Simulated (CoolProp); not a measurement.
The numbers come from the reference Helmholtz-energy equation of state, Lemmon 2006 in CoolProp. It is a short technical equation, of lower accuracy than the large ones.

Task: Give the vapour pressure (MPa), liquid density (kg/m³), enthalpy of vaporisation (kJ/kg), vapour Z of saturated toluene at 120.65, 137.35, 170.75 °C.

Result: 
| T (°C) | p (MPa) | liquid density (kg/m³) | enthalpy of vaporisation (kJ/kg) | vapour Z |
|---|---|---|---|---|
| 120.65 | 0.134 | 769 | 354 | 0.951 |
| 137.35 | 0.205 | 751 | 342 | 0.934 |
| 170.75 | 0.430 | 713 | 317 | 0.889 |
